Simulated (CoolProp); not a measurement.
Vapour pressure (MPa) of the fluoroketone C6F12O (FK-5-1-12): the reference equation beside estimates from Tc = 441.8 K, pc = 1.869 MPa, ω = 0.471.

Computed with CoolProp (reference Helmholtz-energy equation of state, McLinden 2015).

| T (K) | reference | Redlich-Kwong | Soave-Redlich-Kwong |
|---|---|---|---|
| 267.3 | ? | 0.04174 | 0.009152 |
| 273.8 | 0.01289 | ? | 0.01295 |
| 280.2 | 0.01784 | 0.06695 | 0.01788 |
| 286.7 | 0.02435 | 0.08330 | 0.02436 |
| 293.1 | 0.03252 | 0.1021 | 0.03250 |
| 299.5 | 0.04275 | 0.1239 | 0.04272 |
| 306 | ? | ? | 0.05560 |
| 312.4 | 0.07116 | 0.1778 | 0.07113 |
| 318.9 | 0.09022 | 0.2106 | 0.09026 |
| 325.3 | ? | 0.2469 | 0.1128 |
| 331.8 | 0.1397 | 0.2880 | ? |
| 338.2 | 0.1710 | 0.3330 | 0.1717 |
| 344.7 | 0.2081 | 0.3836 | 0.2092 |
| 351.1 | 0.2503 | 0.4383 | 0.2519 |
| 357.5 | 0.2988 | 0.4982 | 0.3012 |

Problem. Fill in the missing entries.

Solution. 
- 267.3, reference: 0.009086
- 273.8, Redlich-Kwong: 0.05333
- 306, reference: 0.05564
- 306, Redlich-Kwong: 0.1493
- 325.3, reference: 0.1127
- 331.8, Soave-Redlich-Kwong: 0.1401

Absolute difference from the reference over all 15 rows, mean and median: Redlich-Kwong 172.8 and 149.9 %, Soave-Redlich-Kwong 0.3 and 0.2 %.
